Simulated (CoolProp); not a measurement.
A single-stage vapour-compression cycle with C2F6 (R116): evaporating at 225.15 K (dew point), condensing at 252.15 K (bubble point), superheat 5 K, subcooling 2 K, compressor efficiency 0.6, no pressure losses. Each further row changes one setting.

Model: reference Helmholtz-energy equation of state, Lemmon 2006, in CoolProp. It is a short technical equation, of lower accuracy than the large ones.

| case | cooling COP | pressure ratio | discharge temperature (K) | refrigerating effect (kJ/kg) | volumetric capacity (kJ/m³) |
|---|---|---|---|---|---|
| as stated | 4.11 | 2.54 | 265.2 | 78.7 | 2550 |
| evaporating temperature 230.15 K | 5.33 | 2.10 | 263.5 | 81.1 | 3170 |
| condensing temperature 247.15 K | 5.29 | 2.17 | 259.1 | 84.3 | 2730 |
| subcooling 7 K | 4.41 | 2.54 | 265.2 | 84.4 | 2730 |
| superheat 15 K | 4.20 | 2.54 | 275.4 | 85.9 | 2620 |
| compressor efficiency 0.5 | 3.43 | 2.54 | 269.8 | 78.7 | 2550 |
